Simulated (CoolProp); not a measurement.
Properties of hexamethyldisiloxane (MM) at several states (Tc = 518.7 K, pc = 1931 kPa, ω = 0.418).

Computed with CoolProp (reference Helmholtz-energy equation of state, Thol 2016).

```csv
T (K),p (kPa),phase,density (kg/m³),cp (kJ/(kg K)),expansivity (1/kK)
291.7,6600,liquid,…,…,…
477,320,gas,…,2.003,…
488,2760,liquid,…,…,3.868
458.5,40.8,gas,1.758,…,2.272
```

Q: What belongs in the gaps?

A: 
- 291.7, density (kg/m³): 775.7
- 291.7, cp (kJ/(kg K)): 1.872
- 291.7, expansivity (1/kK): 1.264
- 477, density (kg/m³): 14.32
- 477, expansivity (1/kK): 2.841
- 488, density (kg/m³): 519.9
- 488, cp (kJ/(kg K)): 2.518
- 458.5, cp (kJ/(kg K)): 1.920
